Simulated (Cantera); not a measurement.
Input (Python, Cantera) and output of one run.

```python
import numpy as np
import cantera as ct

gas_names = [...]  # 76 gases of nasa_gas.yaml made of C, H
cond_names = """
    C(gr) C6H6(L) C7H8(L) C8H18(L),n-octa
""".split()


# ... load() reads the species with a 1 bar reference pressure and builds the phases ...
atoms = {
    'CH4': {'C': 1, 'H': 4},
    'H2': {'H': 2},
}
top_T = {'C(gr)': 4500}  # K; cautious upper limits of use, not melting points


# ... equilibrate(T, P, feed) seeds the gas with the atoms and calls Mixture.equilibrate('TP', solver="vcs", rtol=1e-11, max_steps=5000) ...
results = []
feed = {'CH4': 1, 'H2': 0.89}  # mol
T = 1923  # K
P = 190  # Pa
mix = equilibrate(T, P, feed)
results.append((T, P, feed, dict(zip(mix.species_names, mix.species_moles))))
print(gas.report(threshold=1e-06))
for i in range(1, mix.n_phases):
    print(f"{mix.phase(i).name:16s} {mix.phase_moles(i):12.5e} mol")
```

Result:

```
       temperature   1923 K
          pressure   190 Pa
           density   2.3827e-05 kg/m^3
  mean mol. weight   2.0051 kg/kmol
   phase of matter   gas

                          1 kg             1 kmol
                     ---------------   ---------------
          enthalpy        2.7328e+07        5.4795e+07  J
   internal energy        1.9354e+07        3.8806e+07  J
           entropy        1.1942e+05        2.3945e+05  J/K
    Gibbs function       -2.0232e+08       -4.0567e+08  J
 heat capacity c_p             16794             33673  J/K
 heat capacity c_v             12647             25358  J/K

                      mass frac. Y      mole frac. X     chem. pot. / RT
                     ---------------   ---------------   ---------------
    C2H2,acetylene         0.0057336        0.00044152           -31.008
                 H          0.010746          0.021375           -12.822
                H2           0.98351           0.97818           -25.644
     [  +73 minor]        1.5139e-05        1.6475e-06

C(gr)             9.97414e-01 mol
```

These are equilibrium values from Cantera (NASA tables, ideal gas, pure condensed phases), not measurements of a reactor.
